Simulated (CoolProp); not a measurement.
Computed with CoolProp (reference Helmholtz-energy equation of state, Lemmon 2016).

**Question.** For R227EA, give the phase and the conductivity (mW/(m K)), fugacity coefficient at -90.95 °C and 7.09 bar.

**Answer.** 
- -90.95 °C and 7.09 bar: liquid; conductivity 86.8, fugacity coefficient 0.00110

Thermal conductivity comes from a separate model (Huber 2003), an estimate that may be off by 10 % or more.
